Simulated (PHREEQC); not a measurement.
Dissolve 7.1 mmol/kgw KOH and 0.34 mmol/kgw K3PO4 at 20 °C. Closed to the air; pH follows from the charge balance.

Equilibrium calculation in PHREEQC: ion-association model, phreeqc.dat.

Each row changes one thing in this solution. No solid was allowed to form.

```csv
case,pH,ionic strength (mol/kgw)
as made,11.99,0.00872
temperature from 20 to 35 °C,…,0.00860
KOH left out,…,0.00137
K3PO4 left out,…,0.00710
K3PO4 from 0.00034 to 0.00051 mol/kgw,11.99,0.00954
KOH from 0.0071 to 0.00071 mol/kgw,…,0.00212
temperature from 20 to 10 °C,…,0.00883
```

### Question
Some entries are withheld; supply them.

### Answer

- temperature from 20 to 35 °C, pH: 11.50
- KOH left out, pH: 10.67
- K3PO4 left out, pH: 11.98
- KOH from 0.0071 to 0.00071 mol/kgw, pH: 11.15
- temperature from 20 to 10 °C, pH: 12.35

Constants without temperature data keep their 25 °C values here.
